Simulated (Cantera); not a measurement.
A perfectly stirred reactor is fed with H₂ : O₂ : N₂ : H₂O = 0.38 : 1 : 3.3 : 0.0064 (molar parts), equivalence ratio 0.19, at 0.132 atm; it is held at 1000 K, and followed from long to short residence time.

Detailed kinetics in Cantera: the H2/O2 subset of GRI-Mech 3.0, which has no nitrogen chemistry. Radical loss at walls, strong at low pressure, is not modelled. The temperature is held fixed by assumption; the heat of reaction is taken as removed at once.

x: mole fraction; the columns are a selection and need not sum to one.

| τ (s) | x H₂ | x O₂ | x H | x HO₂ | x H₂O₂ |
|---|---|---|---|---|---|
| 0.44 | 0.000795 | 0.180 | 2.17e-5 | 9.45e-6 | ? |
| 0.18 | 0.00132 | 0.181 | 5.27e-5 | 1.24e-5 | ? |
| 0.071 | 0.00219 | 0.181 | 0.000132 | 1.55e-5 | ? |
| 0.029 | 0.00353 | 0.181 | 0.000317 | 1.84e-5 | ? |
| 0.012 | 0.00561 | 0.182 | 0.000740 | 2.09e-5 | 1.31e-6 |
| 0.0047 | 0.00909 | 0.183 | 0.00177 | 2.27e-5 | 1.41e-6 |
| 0.0019 | 0.0145 | 0.185 | 0.00385 | 2.36e-5 | 1.43e-6 |
| 0.00077 | 0.0229 | 0.188 | 0.00737 | 2.34e-5 | 1.34e-6 |
| 0.00031 | 0.0366 | 0.194 | 0.0108 | 2.20e-5 | ? |
| 0.00013 | 0.0573 | 0.203 | 0.00877 | 1.96e-5 | ? |

Problem. Complete the blanks.

Solution. 
- 0.44, x H₂O₂: 7.51e-7
- 0.18, x H₂O₂: 8.98e-7
- 0.071, x H₂O₂: 1.05e-6
- 0.029, x H₂O₂: 1.18e-6
- 0.00031, x H₂O₂: 1.12e-6
- 0.00013, x H₂O₂: 6.84e-7
